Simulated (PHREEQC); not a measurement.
Make-up at 48 °C: 2.7 mmol/kgw CaBr2. Closed to the air; pH follows from the charge balance.

Equilibrium calculation in PHREEQC: ion-association model, phreeqc.dat.

```
Property                        Value
--------------------  ---------------
ionic strength        0.00810 mol/kgw
specific conductance       1040 µS/cm
```

```tsv
species	molality	activity	log γ
Br-	0.00540	0.00488	-0.044
Ca+2	0.00270	0.00185	-0.165
H+	2.43e-7	2.22e-7	-0.038
OH-	2.41e-7	2.18e-7	-0.043
CaOH+	1.52e-9	1.38e-9	-0.043
```

Precipitation was switched off in this run. Away from 25 °C the constants follow the database's enthalpies or fits; those with neither stay at their 25 °C values.
